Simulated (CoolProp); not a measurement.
A single-stage vapour-compression cycle with R1132(E): evaporating at 293.15 K (dew point), condensing at 327.15 K (bubble point), superheat 5 K, subcooling 8 K, compressor efficiency 0.85, no pressure losses. Each further row changes one setting.

Values from CoolProp's reference Helmholtz-energy equation of state, Akasaka 2024.

```json
[
 {"case": "as stated", "cooling COP": "5.87", "pressure ratio": "2.27", "discharge temperature (K)": "347.7", "refrigerating effect (kJ/kg)": "178", "volumetric capacity (kJ/m³)": "8340"},
 {"case": "evaporating temperature 298.15 K", "cooling COP": "[?]", "pressure ratio": "1.99", "discharge temperature (K)": "345.3", "refrigerating effect (kJ/kg)": "180", "volumetric capacity (kJ/m³)": "9670"},
 {"case": "condensing temperature 322.15 K", "cooling COP": "[?]", "pressure ratio": "2.03", "discharge temperature (K)": "[?]", "refrigerating effect (kJ/kg)": "[?]", "volumetric capacity (kJ/m³)": "8820"},
 {"case": "subcooling 13 K", "cooling COP": "6.22", "pressure ratio": "2.27", "discharge temperature (K)": "347.7", "refrigerating effect (kJ/kg)": "189", "volumetric capacity (kJ/m³)": "8840"},
 {"case": "superheat 15 K", "cooling COP": "[?]", "pressure ratio": "2.27", "discharge temperature (K)": "[?]", "refrigerating effect (kJ/kg)": "[?]", "volumetric capacity (kJ/m³)": "8350"},
 {"case": "compressor efficiency 0.75", "cooling COP": "[?]", "pressure ratio": "2.27", "discharge temperature (K)": "350.3", "refrigerating effect (kJ/kg)": "178", "volumetric capacity (kJ/m³)": "8340"}
]
```

Q: Fill in the missing entries.

A: 
- evaporating temperature 298.15 K, cooling COP: 7.15
- condensing temperature 322.15 K, cooling COP: 7.19
- condensing temperature 322.15 K, discharge temperature (K): 340.5
- condensing temperature 322.15 K, refrigerating effect (kJ/kg): 188
- superheat 15 K, cooling COP: 5.85
- superheat 15 K, discharge temperature (K): 357.4
- superheat 15 K, refrigerating effect (kJ/kg): 190
- compressor efficiency 0.75, cooling COP: 5.18
